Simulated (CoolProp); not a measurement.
The numbers come from the reference Helmholtz-energy equation of state, Span 1996 in CoolProp.

Task: For carbon dioxide, give the phase and the cv (kJ/(kg K)), viscosity (µPa s), Prandtl number at -36.65 °C and 5630 kPa; -16.35 °C and 187 kPa; -21.15 °C and 1520 kPa.

Result: 
- -36.65 °C and 5630 kPa: liquid; cv 0.954, viscosity 191, Prandtl number 2.41
- -16.35 °C and 187 kPa: gas; cv 0.619, viscosity 12.9, Prandtl number 0.781
- -21.15 °C and 1520 kPa: gas; cv 0.711, viscosity 12.8, Prandtl number 0.968

Viscosity comes from a separate model (Laesecke 2017). Thermal conductivity comes from a separate model (Huber 2016).
